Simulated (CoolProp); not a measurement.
Vapour-liquid equilibrium of R134a (1) + dimethyl ether (2) at 341.7 K; x and y are mole fractions of (1).

Model: multi-fluid Helmholtz-energy mixture model, Tillner-Roth 1994 and Wu 2011; pair parameters Bell 2016, in CoolProp.

**Question.** Give the bubble pressure and the first vapour's composition at x = 0.125, 0.5, 0.725. Is there an azeotrope?

**Answer.** x = 0.125: 1.736 MPa, y = 0.123; x = 0.5: 1.793 MPa, y = 0.529; x = 0.725: 1.890 MPa, y = 0.758. y crosses x between x = 0.125 and 0.2: the model has an azeotrope there.

The pair parameters rest on a limited set of measurements; away from them the model extrapolates.
